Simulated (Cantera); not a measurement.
Cantera run:

```python
import numpy as np
import cantera as ct

gas_names = """
    CL CL2 H HCL H2 N NH NH2 NH3 N2 N2H2 N2H4 Si SiCL SiCL2 SiCL3 SiCL4 SiH SiHCL3 SiH2 SiH2CL2 SiH3
    SiH3CL SiH4 SiN Si2 Si2N Si3
""".split()
cond_names = """
    NH4CL(a) NH4CL(b) Si(cr) Si(L) Si3N4(a)
""".split()


# ... load() reads the species with a 1 bar reference pressure and builds the phases ...
atoms = {
    'SiHCl3': {'Si': 1, 'H': 1, 'CL': 3},
    'NH3': {'N': 1, 'H': 3},
    'N2': {'N': 2},
}
top_T = {'Si3N4(a)': 2400}  # K; cautious upper limits of use, not melting points


# ... equilibrate(T, P, feed) seeds the gas with the atoms and calls Mixture.equilibrate('TP', solver="vcs", rtol=1e-11, max_steps=5000) ...
results = []
T = 848  # K
P = 400  # Pa
for m in [10, 12, 14, 17, 20, 24, 28, 33, 39, 46, 54, 64, 76]:
    feed = {'SiHCl3': 1, 'NH3': 1.1, 'N2': m}  # mol
    mix = equilibrate(T, P, feed)
    results.append((T, P, feed, dict(zip(mix.species_names, mix.species_moles))))

top = {s: max(r[3][s] / sum(r[3][g] for g in gas_names) for r in results) for s in gas_names}
cols = sorted((s for s in top if top[s] > 1e-05), key=lambda s: -top[s])[:7]
seen = [c for c in cond_names if any(r[3].get(c, 0) > 1e-12 for r in results)]
print("log10 of partial pressures in bar; condensed amounts in mol")
print(f"{'n(N2)':>10s}" + "".join(f"{s[:9]:>10s}" for s in cols + seen))
for T, P, feed, n in results:
    ng = sum(n[g] for g in gas_names)
    print(f"{feed['N2']:10.4g}" + "".join(f"{np.log10(max(n[s] / ng * P / 1e5, 1e-99)):10.3f}" for s in cols)
          + "".join(f"{n.get(c, 0):10.4g}" for c in seen))
```

Output:

```
log10 of partial pressures in bar; condensed amounts in mol
     n(N2)        N2       HCL        H2     SiCL4    SiHCL3  Si3N4(a)
        10    -2.527    -3.183    -3.508    -4.232    -7.348    0.2676
        12    -2.508    -3.235    -3.577    -4.316    -7.448     0.271
        14    -2.494    -3.281    -3.637    -4.389    -7.536    0.2739
        17    -2.479    -3.342    -3.716    -4.486    -7.650    0.2775
        20    -2.468    -3.395    -3.783    -4.569    -7.748    0.2805
        24    -2.457    -3.456    -3.861    -4.666    -7.861    0.2838
        28    -2.449    -3.509    -3.927    -4.750    -7.959    0.2866
        33    -2.442    -3.567    -4.000    -4.842    -8.065    0.2895
        39    -2.436    -3.627    -4.074    -4.937    -8.175    0.2924
        46    -2.430    -3.687    -4.149    -5.034    -8.286    0.2952
        54    -2.426    -3.747    -4.222    -5.130    -8.395    0.2978
        64    -2.421    -3.811    -4.299    -5.234    -8.513    0.3005
        76    -2.418    -3.877    -4.379    -5.342    -8.633    0.3031
```

These are equilibrium values from Cantera (NASA tables, ideal gas, pure condensed phases), not measurements of a reactor.
